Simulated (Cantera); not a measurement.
Charge: 1 mol Ta₂O₅, 15 mol CO, 0.27 mol H₂, 0.82 mol C, held at 0.000200 bar.

Cantera equilibrium calculation (NASA polynomials, part measured and part estimated; ideal gas, pure solids and liquids). Candidate condensed phases: C, C₆H₆, C₇H₈, C₈H₁₈, H₂O, Ta, TaC, Ta₂O₅; 113 gas species. Mutual solubility and eutectic melting of coexisting phases are not modelled. Condensed phases not in the tables: Ta₂C, N, O or C dissolved in the metal. Equilibrium is a limit: real reactors are often held back by kinetics, nucleation or transport.

x: gas mole fraction; n: condensed amount in mol.

```
T (°C)   x CO   x TaO₂      x H       x O     x TaO      x H₂  n Ta(s)  n Ta₂O₅(s)  n Ta₂O₅(l)
------  -----  -------  -------  --------  --------  --------  -------  ----------  ----------
1650    0.978  0.00130  0.00756   3.67e-7  0.000251    0.0129    0.323       0.826           0
1750    0.967  0.00781   0.0133   2.76e-6   0.00149   0.00983    0.291       0.779           0
1850    0.931   0.0360   0.0197   1.64e-5   0.00713   0.00603    0.137           0       0.565
1950    0.885   0.0794   0.0244  0.000238   0.00567   0.00290        0           0       0.241
2050    0.852    0.106   0.0266       ___       ___       ___        0           0           0
2150    0.850    0.104   0.0280       ___       ___       ___        0           0           0
2250    0.846   0.0994   0.0284    0.0138   0.00807  0.000209        0           0           0
2350    0.840   0.0914   0.0285    0.0222    0.0151   9.13e-5        0           0           0
```

Q: Fill in the missing entries.

A: 
- 2150, x O: 0.00780
- 2150, x TaO: 0.00415
- 2150, x H₂: 0.000497
- 2050, x O: 0.00359
- 2050, x TaO: 0.00230
- 2050, x H₂: 0.00119
